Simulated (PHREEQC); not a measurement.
Solution (25 °C): 0.15 mol HCl per kg of water. Closed to the air; pH follows from the charge balance.

Computed with PHREEQC (ion-association model, wateq4f.dat).

Each row changes one thing in this solution. No solid was allowed to form.

| case | pH | ionic strength (mol/kgw) |
|---|---|---|
| as made | 0.92 | 0.150 |
| 0.097 mol/kgw (CH3)4NF added | 1.35 | 0.152 |
| HCl replaced by (CH3)4NCl at the same molality | 6.98 | 0.150 |
| HCl from 0.15 to 0.165 mol/kgw | 0.88 | 0.165 |
| HCl from 0.15 to 0.135 mol/kgw | 0.96 | 0.135 |
| HCl replaced by AlCl3 at the same molality | 3.19 | 0.898 |
| 0.1 mol/kgw Na2SeO3 added | 2.65 | 0.203 |

The ionic strength passes 0.7 mol/kgw, the rough limit of the ion-association models, in HCl replaced by AlCl3 at the same molality. Species that the database lacks are ignored. (CH3)4N+ isn't in the database: it is added as a free cation with an ion size of 4 Å. wateq4f.dat counts part of the HF as a dimer, H2F2, which phreeqc.dat doesn't know; its constant is uncertain.
